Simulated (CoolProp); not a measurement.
Aqueous potassium carbonate as a coolant, at 8 °C, 1 atm.

Computed with CoolProp (Melinder's fits for secondary coolants).

```tsv
mass %	freezing point (°C)	viscosity (mPa s)	cp (kJ/(kg K))	conductivity (W/(m K))	density (kg/m³)
5.4	-1.8	1.54	3.873	0.573	1051
9	…	1.66	3.714	0.570	1085
12.6	…	1.81	3.572	0.566	1120
16.2	-6.5	…	3.435	0.562	1156
19.8	-8.7	2.24	3.298	0.559	1193
23.4	-11.4	2.54	3.163	0.556	…
27	-14.9	2.95	…	0.552	…
30.6	-19.4	3.50	2.921	0.549	1311
34.2	-25.2	…	2.822	0.545	1353
```

Some entries are withheld; supply them.


- 9, freezing point (°C): -3.2
- 12.6, freezing point (°C): -4.7
- 16.2, viscosity (mPa s): 2.00
- 23.4, density (kg/m³): 1231
- 27, cp (kJ/(kg K)): 3.036
- 27, density (kg/m³): 1271
- 34.2, viscosity (mPa s): 4.24
